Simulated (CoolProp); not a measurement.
Values from CoolProp's reference Helmholtz-energy equation of state, Lemmon and Jacobsen 2000.

Q: For R143a, give the phase and the speed of sound (m/s), viscosity (µPa s), conductivity (mW/(m K)) at 226.85 °C and 434 kPa; 226.85 °C and 4340 kPa.

A: 
- 226.85 °C and 434 kPa: gas; speed of sound 230, viscosity 18.2, conductivity 38.2
- 226.85 °C and 4340 kPa: supercritical; speed of sound 215, viscosity 20.6, conductivity 39.9

Viscosity comes from a separate model (Klein 1997), an estimate that may be off by 10 % or more. Thermal conductivity comes from a separate model (McLinden 2000), an estimate that may be off by 10 % or more.
